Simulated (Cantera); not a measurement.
A Cantera script and what it prints.

```python
import numpy as np
import cantera as ct

gas_names = """
    CL CL2 H HCL H2 N NH NH2 NH3 N2 N2H2 N2H4 Si SiCL SiCL2 SiCL3 SiCL4 SiH SiHCL3 SiH2 SiH2CL2 SiH3
    SiH3CL SiH4 SiN Si2 Si2N Si3
""".split()
cond_names = """
    NH4CL(a) NH4CL(b) Si(cr) Si(L) Si3N4(a)
""".split()


# ... load() reads the species with a 1 bar reference pressure and builds the phases ...
atoms = {
    'Si3N4': {'Si': 3, 'N': 4},
    'HCl': {'H': 1, 'CL': 1},
    'N2': {'N': 2},
}
top_T = {'Si3N4(a)': 2400}  # K; cautious upper limits of use, not melting points


# ... equilibrate(T, P, feed) seeds the gas with the atoms and calls Mixture.equilibrate('TP', solver="vcs", rtol=1e-11, max_steps=5000) ...
results = []
feed = {'Si3N4': 1, 'HCl': 48, 'N2': 0.93}  # mol
P = 660  # Pa
for T in [1550, 1600, 1650, 1700, 1750, 1800, 1850, 1900]:
    mix = equilibrate(T, P, feed)
    results.append((T, P, feed, dict(zip(mix.species_names, mix.species_moles))))
    x = sorted(zip(gas.X, gas.species_names), reverse=True)
    print(f"T = {T:g} K  P = {P:g} Pa  gas = {mix.phase_moles(0):.4g} mol")
    print("   x: " + "  ".join(f"{s} {v:.3e}" for v, s in x if v > 0.001))
    print("   condensed (mol): " + ("  ".join(f"{mix.phase(i).name} {mix.phase_moles(i):.4g}"
          for i in range(1, mix.n_phases) if mix.phase_moles(i) > 1e-12) or "none"))
```

Output:

```
T = 1550 K  P = 660 Pa  gas = 49.87 mol
   x: HCL 7.979e-01  H2 8.217e-02  N2 5.876e-02  SiCL2 3.178e-02  SiCL4 1.508e-02  SiCL3 1.312e-02
   condensed (mol): none
T = 1600 K  P = 660 Pa  gas = 50.17 mol
   x: HCL 8.038e-01  H2 7.626e-02  N2 5.840e-02  SiCL2 3.777e-02  SiCL3 1.219e-02  SiCL4 9.692e-03  CL 1.541e-03
   condensed (mol): none
T = 1650 K  P = 660 Pa  gas = 50.42 mol
   x: HCL 8.074e-01  H2 7.209e-02  N2 5.811e-02  SiCL2 4.257e-02  SiCL3 1.081e-02  SiCL4 6.023e-03  CL 2.636e-03
   condensed (mol): none
T = 1700 K  P = 660 Pa  gas = 50.63 mol
   x: HCL 8.086e-01  H2 6.948e-02  N2 5.787e-02  SiCL2 4.625e-02  SiCL3 9.277e-03  CL 4.326e-03  SiCL4 3.664e-03
   condensed (mol): none
T = 1750 K  P = 660 Pa  gas = 50.81 mol
   x: HCL 8.075e-01  H2 6.818e-02  N2 5.766e-02  SiCL2 4.900e-02  SiCL3 7.792e-03  CL 6.829e-03  SiCL4 2.202e-03
   condensed (mol): none
T = 1800 K  P = 660 Pa  gas = 50.99 mol
   x: HCL 8.041e-01  H2 6.800e-02  N2 5.746e-02  SiCL2 5.102e-02  CL 1.040e-02  SiCL3 6.452e-03  SiCL4 1.316e-03  H 1.149e-03
   condensed (mol): none
T = 1850 K  P = 660 Pa  gas = 51.19 mol
   x: HCL 7.983e-01  H2 6.882e-02  N2 5.724e-02  SiCL2 5.248e-02  CL 1.533e-02  SiCL3 5.289e-03  H 1.740e-03
   condensed (mol): none
T = 1900 K  P = 660 Pa  gas = 51.43 mol
   x: HCL 7.896e-01  H2 7.059e-02  N2 5.697e-02  SiCL2 5.350e-02  CL 2.191e-02  SiCL3 4.304e-03  H 2.595e-03
   condensed (mol): none
```

Method: chemical equilibrium by Gibbs-energy minimisation in Cantera with the NASA 1993 tables (ideal gas, pure condensed phases). The tables' values for SiCl3, SiCl are old estimates; treat these amounts as uncertain.
